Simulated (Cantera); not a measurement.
Input: 1 mol PbO, 1 mol C, 1.9 mol H2, 0.62 mol CH4, equilibrated at 2575 K and 28.0 Pa.

Cantera equilibrium calculation (NASA polynomials, part measured and part estimated; ideal gas, pure solids and liquids). Candidate condensed phases: C, C6H6, C7H8, C8H18, H2O, Pb, PbO, PbO2, Pb3O4; 113 gas species. Equilibrium is a limit: real reactors are often held back by kinetics, nucleation or transport.

### Question
What is the equilibrium state?

### Answer
```json
{
 "x(H)": "0.634",
 "x(CO)": "0.131",
 "x(Pb)": "0.131",
 "x(H2)": "0.0937",
 "x(C3)": "0.00551",
 "x(C)": "0.00162",
 "x(C2H2 (acetylene))": "0.00138",
 "x(C2H)": "0.000781",
 "x(C2)": "0.000515",
 "n(C(graphite))": "0.440 mol",
 "gas_amount": "7.614 mol",
 "log10 activity of Pb(l) (absent)": "-5.42"
}
```
